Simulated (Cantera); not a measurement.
A perfectly stirred reactor is fed with H₂ : O₂ : N₂ = 1 : 0.588 : 2.21 (molar parts), equivalence ratio 0.85, at 5.00 bar; it is adiabatic with a 698 K inlet, and is followed from long to short residence time, starting on the burning branch (τ in s: 0.42, 0.12, 0.034, 0.0098, 0.0028, 0.00081, 0.00023, 6.6e-05, 1.9e-05, 5.4e-06).

Computed with Cantera and GRI-Mech 3.0 (53 species, 325 reactions). The hydrogen kinetics of GRI-Mech 3.0 are dated; newer H2 mechanisms differ, most at raised pressure.

Task: Predict: blow-out, bracketed by the residence times tried; x(H₂) at τ = 0.420 s; x(O₂) at τ = 0.420 s; x(OH) at τ = 0.420 s; x(O) at τ = 0.420 s; x(NO) at τ = 0.420 s; x(H₂) at τ = 0.810 ms; x(O₂) at τ = 0.810 ms; x(OH) at τ = 0.810 ms; x(O) at τ = 0.810 ms; x(NO) at τ = 0.810 ms.

Result: 
- blow-out, bracketed by the residence times tried: burning at 5.40 µs, the shortest tried
- x(H₂) at τ = 0.420 s: 0.00553
- x(O₂) at τ = 0.420 s: 0.0229
- x(OH) at τ = 0.420 s: 0.00996
- x(O) at τ = 0.420 s: 0.00106
- x(NO) at τ = 0.420 s: 0.00711
- x(H₂) at τ = 0.810 ms: 0.00737
- x(O₂) at τ = 0.810 ms: 0.0262
- x(OH) at τ = 0.810 ms: 0.0117
- x(O) at τ = 0.810 ms: 0.00153
- x(NO) at τ = 0.810 ms: 0.00126
